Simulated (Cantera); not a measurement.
Charge: 1 mol B₂H₆, 3.6 mol H₂, 0.72 mol N₂, held at 1.00 mbar.

Method: chemical equilibrium by Gibbs-energy minimisation in Cantera with the NASA 1993 tables (ideal gas, pure condensed phases). Candidate condensed phases: B, BN; 15 gas species. The feed counts by its element totals alone. N₂ is the only nitrogen source here; it is nearly inert below about 1500 K, so the nitride shown seldom forms there in practice. Mutual solubility and eutectic melting of coexisting phases are not modelled. The tables' values for BH₂ are old estimates; treat these amounts as uncertain. Rates play no part.

x: gas mole fraction; n: condensed amount in mol.

```json
[
 {"T (K)": "1473", "x H₂": "1.000", "x H": "0.000400", "x N₂": "2.62e-6", "x B": "8.53e-10", "n B(s)": "0.560", "n BN(s)": "1.44"},
 {"T (K)": "1573", "x H₂": "0.999", "x H": "0.00128", "x N₂": "3.49e-5", "x B": "1.54e-8", "n B(s)": "0.560", "n BN(s)": "1.44"},
 {"T (K)": "1673", "x H₂": "0.996", "x H": "___", "x N₂": "___", "x B": "___", "n B(s)": "0.564", "n BN(s)": "1.44"},
 {"T (K)": "1773", "x H₂": "0.988", "x H": "0.00894", "x N₂": "0.00256", "x B": "1.86e-6", "n B(s)": "0.593", "n BN(s)": "1.41"},
 {"T (K)": "1873", "x H₂": "0.964", "x H": "0.0200", "x N₂": "0.0155", "x B": "1.39e-5", "n B(s)": "0.769", "n BN(s)": "1.23"},
 {"T (K)": "1973", "x H₂": "0.881", "x H": "0.0401", "x N₂": "0.0782", "x B": "8.45e-5", "n B(s)": "1.70", "n BN(s)": "0.295"},
 {"T (K)": "2073", "x H₂": "0.829", "x H": "0.0757", "x N₂": "0.0946", "x B": "0.000430", "n B(s)": "1.99", "n BN(s)": "0"},
 {"T (K)": "2173", "x H₂": "0.772", "x H": "___", "x N₂": "0.0916", "x B": "___", "n B(s)": "1.98", "n BN(s)": "0"},
 {"T (K)": "2273", "x H₂": "0.685", "x H": "0.220", "x N₂": "0.0868", "x B": "0.00720", "n B(s)": "1.93", "n BN(s)": "0"}
]
```

Fill in the missing entries.


- 2173, x H: 0.134
- 2173, x B: 0.00188
- 1673, x H: 0.00359
- 1673, x N₂: 0.000341
- 1673, x B: 1.96e-7
